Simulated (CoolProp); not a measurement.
Vapour-liquid equilibrium of R125 (1) + R1234yf (2) at 11.6 kPa; x and y are mole fractions of (1).

Values from CoolProp's multi-fluid Helmholtz-energy mixture model, Lemmon 2005 and Lemmon 2022; pair parameters Bell 2023.

**Question.** Give the bubble temperature and the first vapour's composition at x = 0.65, 0.75, 0.95. Is there an azeotrope?

**Answer.** x = 0.65: 192.7 K, y = 0.839; x = 0.75: 191.6 K, y = 0.894; x = 0.95: 189.6 K, y = 0.982. No azeotrope shows between x = 0.05 and 0.95.

The pair parameters rest on a limited set of measurements; away from them the model extrapolates.
